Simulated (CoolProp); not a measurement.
A closed Brayton cycle with carbon dioxide: compressor inlet 313.15 K and 8.8 MPa, high pressure 21.3 MPa, turbine inlet 690 K, compressor efficiency 0.8, turbine efficiency 0.93, recuperator effectiveness 0.8 (on enthalpy, no pinch check). Each further row changes one setting.

The numbers come from the reference Helmholtz-energy equation of state, Span 1996 in CoolProp.

```json
[
 {"case": "as stated", "thermal efficiency (%)": "26.2", "net work (kJ/kg)": "68.2", "compressor to turbine work": "0.30", "compressor exit (K)": "359.9", "turbine exit (K)": "591.2"},
 {"case": "turbine inlet 640 K", "thermal efficiency (%)": "24.6", "net work (kJ/kg)": "59.4", "compressor to turbine work": "…", "compressor exit (K)": "359.9", "turbine exit (K)": "545.1"},
 {"case": "compressor inlet 323.15 K", "thermal efficiency (%)": "24.7", "net work (kJ/kg)": "54.9", "compressor to turbine work": "…", "compressor exit (K)": "392.8", "turbine exit (K)": "591.2"},
 {"case": "high pressure 18.1 MPa", "thermal efficiency (%)": "24.0", "net work (kJ/kg)": "58.4", "compressor to turbine work": "0.28", "compressor exit (K)": "351.0", "turbine exit (K)": "609.1"},
 {"case": "recuperator effectiveness 0.5", "thermal efficiency (%)": "…", "net work (kJ/kg)": "68.2", "compressor to turbine work": "0.30", "compressor exit (K)": "359.9", "turbine exit (K)": "591.2"}
]
```

Q: What belongs in the gaps?

A: 
- turbine inlet 640 K, compressor to turbine work: 0.33
- compressor inlet 323.15 K, compressor to turbine work: 0.44
- recuperator effectiveness 0.5, thermal efficiency (%): 19.9
